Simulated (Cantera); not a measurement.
Equilibrium for roasting and sulfation: FeS + H2S + CO2

Charge: 1 mol FeS, 0.79 mol H2S, 2.6 mol CO2, equilibrated at 7.30 bar.

These are equilibrium values from Cantera (NASA tables, ideal gas, pure condensed phases), not measurements of a reactor. Candidate condensed phases: C, C6H6, C7H8, C8H18, Fe, Fe(CO)5, FeO, Fe(OH)2, Fe(OH)3, FeS, FeSO4, FeS2, Fe2O3, Fe2(SO4)3, Fe3O4, H2O, H2SO4, S; 127 gas species. FeS: taken at fixed stoichiometry. Gases not in the tables: S3 to S7. Equilibrium is a limit: real reactors are often held back by kinetics, nucleation or transport.

| T (°C) | log p CO2 | log p CO | log p H2S | log p H2O | log p S2 | log p SO2 | log p COS | log p H2 | n FeS(s) | n FeS2(s) | n FeS(l) |
|---|---|---|---|---|---|---|---|---|---|---|---|
| 625 | 0.72 | -0.81 | 0.11 | -0.41 | -1.99 | -4.51 | -0.63 | -1.57 | 0.925 | 0.0750 | 0 |
| 700 | 0.71 | -0.80 | 0.09 | -0.36 | -1.05 | -3.17 | -0.56 | -1.65 | 1.00 | 0 | 0 |
| 775 | 0.69 | -0.57 | 0.04 | -0.27 | -0.83 | -2.75 | -0.57 | -1.46 | 1.00 | 0 | 0 |
| 850 | 0.68 | -0.40 | -0.02 | -0.19 | -0.66 | -2.38 | -0.61 | -1.31 | 1.00 | 0 | 0 |
| 925 | 0.66 | -0.26 | -0.09 | -0.12 | -0.53 | -2.03 | -0.67 | -1.18 | 1.00 | 0 | 0 |
| 1000 | 0.64 | -0.15 | -0.17 | -0.07 | -0.44 | -1.73 | -0.74 | -1.08 | 1.00 | 0 | 0 |
| 1075 | 0.62 | -0.06 | -0.27 | -0.02 | -0.37 | -1.45 | -0.82 | -1.00 | 1.00 | 0 | 0 |
| 1150 | 0.60 | 0.01 | -0.37 | 0.01 | -0.33 | -1.20 | -0.90 | -0.93 | 1.00 | 0 | 0 |
| 1225 | 0.58 | 0.08 | -0.47 | 0.04 | -0.31 | -0.99 | -0.99 | -0.88 | 0 | 0 | 1.000 |
| 1300 | 0.56 | 0.13 | -0.57 | 0.05 | -0.30 | -0.82 | -1.07 | -0.84 | 0 | 0 | 1.000 |
| 1375 | 0.54 | 0.18 | -0.67 | 0.06 | -0.30 | -0.67 | -1.16 | -0.80 | 0 | 0 | 1.000 |
| 1450 | 0.51 | 0.23 | -0.77 | 0.07 | -0.32 | -0.55 | -1.24 | -0.76 | 0 | 0 | 1.000 |
| 1525 | 0.48 | 0.27 | -0.86 | 0.07 | -0.35 | -0.45 | -1.32 | -0.72 | 0 | 0 | 1.000 |
| 1600 | 0.45 | 0.31 | -0.95 | 0.07 | -0.38 | -0.37 | -1.40 | -0.69 | 0 | 0 | 1.000 |
log p: log10 of the partial pressure in bar; n: condensed amount in mol.

At 625 °C the condensed part is FeS(s) + FeS2(s). From 700 °C to 1150 °C the condensed part is FeS(s). From 1225 °C to 1600 °C the condensed part is FeS(l).
